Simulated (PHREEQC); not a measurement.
Solution A (0.0079 mol NaH2PO4, 0.0007 mol H2SO4 and 0.00073 mol ZnSO4 per kg of water) is mixed with solution B (0.021 mol/kgw Zn(NO3)2) at 25 °C; shares are by mass of water, 1 kg in all. O2 is buffered at 0.21 atm. The system is closed to CO2. Solids allowed: Zn(OH)2-e, Zn4(OH)6SO4, Zn3(PO4)2:4w, Mirabilite, Goslarite. Others were left out.

The numbers come from PHREEQC with the ion-association model, wateq4f.dat.

Q: Predict pH at share of solution B = 0.4, 0.5, 0.6, 1.

A: 
| share of solution B | pH |
|---|---|
| 0.4 | 3.31 |
| 0.5 | 3.37 |
| 0.6 | 3.44 |
| 1 | 5.48 |

H3PO4, which wateq4f.dat lacks, is added to it with the constant of phreeqc.dat. The database has no phosphate complexes of Zn.
